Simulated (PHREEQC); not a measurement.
Ca(OH)2 is added in steps, without added water, to 1 kg of water holding 0.13 mol/kgw ZnCl2, 0.00076 mol/kgw H3BO3 and 0.00024 mol/kgw HCl, at 93 °C. Oxygen alone is held at its pressure in air (log pO2 = -0.68). No CO2 enters from the air. Only these solids could form: Portlandite, Zincite(c), Zn5(OH)8Cl2.

Base run: PHREEQC, ion-association model, wateq4f.dat. Each further column changes one thing. The table gives H2BO3- (mol/kgw).

```csv
Ca(OH)2 added (mol),base,H3BO3 from 0.00076 to 0.000684 mol/kgw,H3BO3 from 0.00076 to 7.6e-05 mol/kgw,temperature from 93 to 45 °C,no solid may form
0,1.05e-8,9.43e-9,1.05e-9,5.62e-9,1.05e-8
0.01312,2.25e-7,2.03e-7,2.25e-8,…,4.49e-5
0.02187,2.40e-7,2.16e-7,2.40e-8,8.60e-7,8.85e-5
0.035,2.64e-7,2.38e-7,2.64e-8,9.27e-7,…
0.04813,2.94e-7,2.65e-7,2.94e-8,…,0.000328
0.05688,3.18e-7,2.86e-7,3.18e-8,1.08e-6,…
0.07,3.62e-7,3.26e-7,3.62e-8,1.20e-6,0.000616
0.08313,4.23e-7,3.81e-7,4.23e-8,1.37e-6,0.000694
0.09187,4.80e-7,4.32e-7,4.80e-8,1.53e-6,0.000718
0.105,6.11e-7,5.50e-7,6.11e-8,…,0.000736
0.1181,9.14e-7,8.23e-7,9.14e-8,2.80e-6,0.000746
0.1269,1.80e-6,1.62e-6,1.80e-7,…,0.000750
0.14,0.000737,0.000663,7.37e-5,0.000756,0.000753
```

Task: Some entries are withheld; supply them.

Result: 
- 0.01312, temperature from 93 to 45 °C: 8.21e-7
- 0.035, no solid may form: 0.000184
- 0.04813, temperature from 93 to 45 °C: 1.01e-6
- 0.05688, no solid may form: 0.000451
- 0.105, temperature from 93 to 45 °C: 1.91e-6
- 0.1269, temperature from 93 to 45 °C: 5.41e-6

Away from 25 °C the constants follow the database's enthalpies or fits; those with neither stay at their 25 °C values. In at least one series the solution becomes supersaturated in solids that the run did not let form, among them Portlandite, Zincite(c), Zn5(OH)8Cl2.
